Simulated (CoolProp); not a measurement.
Sulfur dioxide along the isobar 28600 kPa: Z from the reference equation and from simpler models built on Tc = 157.5 °C, pc = 7887 kPa, ω = 0.256; each cubic takes its own stable root.

Values from CoolProp's reference Helmholtz-energy equation of state, Gao 2016.

```csv
T (°C),phase,reference
48.45,liquid,0.5027
73.85,liquid,0.4887
99.25,liquid,0.4803
124.75,liquid,0.4776
150.15,liquid,0.4815
175.55,supercritical,0.4935
200.95,supercritical,0.5156
226.45,supercritical,0.5504
251.85,supercritical,0.5977
```

### Question
How far does each simpler model (van der Waals, Redlich-Kwong, Soave-Redlich-Kwong) lie from the reference over these 9 states: mean and median of the absolute difference, and the worst?

### Answer
- van der Waals: mean 40.8 %, median 44.3 %, worst +57.9 % at 48.45 °C and 28600 kPa
- Redlich-Kwong: mean 11.6 %, median 13.3 %, worst +13.5 % at 99.25 °C and 28600 kPa
- Soave-Redlich-Kwong: mean 12.9 %, median 12.8 %, worst +15.6 % at 226.45 °C and 28600 kPa
